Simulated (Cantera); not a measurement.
A perfectly stirred reactor is fed with H₂ : O₂ : N₂ = 1.2 : 1 : 0.63 (molar parts), at 1.00 bar; it is held at 1400 K, and followed from long to short residence time.

Computed with Cantera and the H2/O2 subset of GRI-Mech 3.0, which has no nitrogen chemistry. The temperature is held fixed by assumption; the heat of reaction is taken as removed at once.

Q: What does this change do: temperature 1400 to 1225 K?

A: 
| quantity | before | after |
|---|---|---|
| x(H₂) at τ = 4.80 s | 2.92e-5 | 0.000266 |
| x(O₂) at τ = 4.80 s | 0.179 | 0.179 |
| x(H₂O₂) at τ = 4.80 s | 1.54e-7 | 3.16e-7 |
| x(O) at τ = 4.80 s | 3.22e-6 | 5.35e-7 |
| x(HO₂) at τ = 4.80 s | 1.32e-6 | 1.14e-5 |
| x(H₂) at τ = 0.120 s | 0.000360 | 0.00311 |
| x(O₂) at τ = 0.120 s | 0.179 | 0.181 |
| x(H₂O₂) at τ = 0.120 s | 9.75e-7 | 1.06e-5 |
| x(O) at τ = 0.120 s | 3.73e-5 | 1.29e-5 |
| x(HO₂) at τ = 0.120 s | 1.49e-5 | 9.11e-5 |

Q: What does this change do: pressure from 1.00 bar to 100.0 Torr?

A: 
```
quantity                  before     after
----------------------  --------  --------
x(H₂) at τ = 4.80 s      2.92e-5  0.000131
x(O₂) at τ = 4.80 s        0.179     0.179
x(H₂O₂) at τ = 4.80 s    1.54e-7   2.22e-7
x(O) at τ = 4.80 s       3.22e-6   6.35e-5
x(HO₂) at τ = 4.80 s     1.32e-6   1.94e-6
x(H₂) at τ = 0.120 s    0.000360   0.00155
x(O₂) at τ = 0.120 s       0.179     0.179
x(H₂O₂) at τ = 0.120 s   9.75e-7   1.03e-6
x(O) at τ = 0.120 s      3.73e-5  0.000789
x(HO₂) at τ = 0.120 s    1.49e-5   1.46e-5
```
